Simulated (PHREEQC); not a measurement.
PHREEQC input (ion-association model, phreeqc.dat):

```
SOLUTION_MASTER_SPECIES
  Amm  AmmH+  0  AmmH  17.031  # ammonia with no redox link, constants of NH4+
SOLUTION_SPECIES
  AmmH+ = AmmH+
    -log_k 0
    -gamma 2.5 0
    -dw 1.98e-9
  AmmH+ = Amm + H+
    -log_k -9.252
    -delta_h 12.48 kcal
    -analytic 0.6322 -0.001225 -2835.76
    -dw 2.28e-9
  AmmH+ + SO4-2 = AmmHSO4-
    -log_k 1.11
PHASES
  Amm(g)
    Amm = Amm
    -log_k 1.7966
    -analytic -18.758 3.3670e-4 2.5113e3 4.8619 39.192
    -T_c 405.6
    -P_c 111.3
    -Omega 0.25
EXCHANGE_SPECIES
  AmmH+ + X- = AmmHX
    -log_k 0.6
    -gamma 2.5 0
    -delta_h -2.4
SOLUTION 0
  temp 15
  units mmol/kgw
  pH 7 charge
  Cl 20.07
  Li 0.86
  Mg 9.6
  O(0) 1 O2(g) -0.68
SOLUTION 1-40
  temp 15
  units mmol/kgw
  pH 7 charge
  S(6) 1.3
  Amm 2.6
  Cl 0.01
  O(0) 1 O2(g) -0.68
END
EXCHANGE 1-40
  X 0.02
  -equilibrate 1
END
SELECTED_OUTPUT 1
  -reset false
  -pH true
  -pe true
  -ionic_strength true
  -water true
  -step true
  -totals Amm Cl Li Mg S S(-2) S(6)
  -molalities AmmHX MgX2 LiX
PRINT
  -reset false
TRANSPORT
  -cells 40
  -shifts 160
  -lengths 0.025
  -time_step 3600
  -dispersivities 0.08
  -boundary_conditions flux flux
  -correct_disp true
  -punch_cells 40
  -punch_frequency 5
END
```

Selected output (columns that matter, 11 of 33 rows; pore volumes added in front):

```
pore volumes	pH	mu	Amm	Cl	Li	Mg	S	m_MgX2	m_LiX
0	5.0555	0.0038441	0.0026	1e-05	0	0	0.0013	0	0
0.3875	5.0552	0.0039843	0.0027546	0.00018762	4.82e-09	0	0.0012885	0	6.9895e-09
0.7625	5.0473	0.0086763	0.0077849	0.0060719	9.1279e-05	2.5766e-22	0.00090715	8.4797e-21	4.6577e-05
1.2625	5.0348	0.016572	0.015715	0.015803	0.00063071	4.0583e-07	0.00027651	3.3796e-06	0.00015791
1.6375	5.0348	0.020124	0.015605	0.018688	0.00083777	0.0012073	8.9536e-05	0.0038606	0.00012927
2.0125	5.0465	0.025412	0.0074389	0.019658	0.00086073	0.0057009	2.6697e-05	0.008036	8.8032e-05
2.3875	5.0527	0.02793	0.003166	0.019952	0.00086263	0.0079644	7.6452e-06	0.0092197	7.9924e-05
2.7625	5.0553	0.02896	0.0013305	0.020037	0.00086189	0.0089194	2.1441e-06	0.0096605	7.7235e-05
3.2625	5.0567	0.029453	0.00041762	0.020064	0.00086084	0.0093882	3.8721e-07	0.009869	7.5995e-05
3.6375	5.057	0.02958	0.00017517	0.020068	0.00086041	0.0095115	1.066e-07	0.0099233	7.567e-05
4.0125	5.0572	0.029632	7.3514e-05	0.02007	0.00086019	0.009563	2.9266e-08	0.0099459	7.5533e-05
```
